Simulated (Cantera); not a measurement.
A perfectly stirred reactor is fed with CH4 : O2 : N2 : H2 = 1 : 1.33 : 5.01 : 0.047 (molar parts), at 67000 Pa; it is adiabatic with a 425 K inlet, and is followed from long to short residence time, starting on the burning branch (τ in s: 0.027, 0.014, 0.007, 0.0035, 0.0018, 0.0009, 0.00046, 0.00023, 0.00012, 5.9e-05).

Cantera simulation using GRI-Mech 3.0 (53 species, 325 reactions); the numbers are that mechanism's predictions, not measurements.

One state of this run: T (K) = 1949; x CH4 = 0.00234; x O2 = 0.00258; x C2H6 = 4.91e-6; x C2H2 = 0.00140; x CH2O = 4.24e-5; x NO2 = 6.92e-10; x OH = 0.000416. x: mole fraction; the columns are a selection and need not sum to one.

Task: Which value of τ (s) does it belong to?
A) 0.00090
B) 0.0035
C) 0.014
D) 0.027

Result: B, 0.0035
